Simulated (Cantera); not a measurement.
# Reactions in the system B-Cl-O

Cantera with NASA thermochemical tables; ideal gases at 1 bar, condensed phases pure. Values are per mole of reaction as written; species without (g) are pure solids or liquids, kept so even where they would boil at 1 bar.

2 BCl3(g) + O2(g) ⇌ 3 Cl2(g) + B2O2(g)

| T (K) | ΔH° (kJ) | ΔS° (J/K) | ΔG° (kJ) | log10 K |
|---|---|---|---|---|
| 2523 | 343.9 | 122.0 | 36.0 | -0.75 |
| 2623 | 344.0 | 122.1 | 23.8 | -0.47 |
| 2723 | 344.2 | 122.1 | 11.6 | -0.22 |
| 2823 | 344.4 | 122.2 | -0.6 | 0.01 |
| 2923 | 344.7 | 122.3 | -12.9 | 0.23 |

2 B2O3(g) + 12 Cl(g) ⇌ 4 BCl3(g) + 3 O2(g)

```tsv
T (K)	ΔH° (kJ)	ΔS° (J/K)	ΔG° (kJ)	log10 K
2523	-1465.4	-856.0	694.2	-14.37
2623	-1467.1	-856.6	779.9	-15.53
2723	-1468.7	-857.2	865.5	-16.60
2823	-1470.3	-857.8	951.3	-17.60
2923	-1471.8	-858.3	1037.1	-18.53
```

B2O2(g) + 6 Cl(g) ⇌ 2 BCl3(g) + 2 O(g)

```json
[
 {"T (K)": "2523", "ΔH° (kJ)": "-599.8", "ΔS° (J/K)": "-356.2", "ΔG° (kJ)": "298.9", "log10 K": "-6.19"},
 {"T (K)": "2623", "ΔH° (kJ)": "-600.3", "ΔS° (J/K)": "-356.4", "ΔG° (kJ)": "334.5", "log10 K": "-6.66"},
 {"T (K)": "2723", "ΔH° (kJ)": "-600.8", "ΔS° (J/K)": "-356.6", "ΔG° (kJ)": "370.1", "log10 K": "-7.10"},
 {"T (K)": "2823", "ΔH° (kJ)": "-601.3", "ΔS° (J/K)": "-356.8", "ΔG° (kJ)": "405.8", "log10 K": "-7.51"},
 {"T (K)": "2923", "ΔH° (kJ)": "-601.8", "ΔS° (J/K)": "-356.9", "ΔG° (kJ)": "441.5", "log10 K": "-7.89"}
]
```
